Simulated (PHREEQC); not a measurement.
A solution holds 0.0012 mol CuCl2 and 0.00018 mol H2SO4 per kg of water, at 20 °C. Closed to the air; pH follows from the charge balance.

Computed with PHREEQC (ion-association model, phreeqc.dat).

```
Quantity                       Result
--------------------  ---------------
pH                               3.48
ionic strength        0.00404 mol/kgw
specific conductance        385 µS/cm
total alkalinity        -0.360 meq/kg
```

| species | molality | activity | log γ |
|---|---|---|---|
| Cl- | 0.00239 | 0.00224 | -0.030 |
| Cu+2 | 0.00117 | 0.000903 | -0.114 |
| H+ | 0.000356 | 0.000335 | -0.027 |
| SO4-2 | 0.000155 | 0.000119 | -0.117 |
| CuSO4 | 2.11e-5 | 2.11e-5 | 0.000 |
| CuCl+ | 4.53e-6 | 4.24e-6 | -0.030 |
| HSO4- | 3.72e-6 | 3.47e-6 | -0.030 |
| CuOH+ | 2.89e-8 | 2.70e-8 | -0.030 |
| CuCl2 | 4.81e-9 | 4.81e-9 | 0.000 |

Precipitation was switched off in this run.
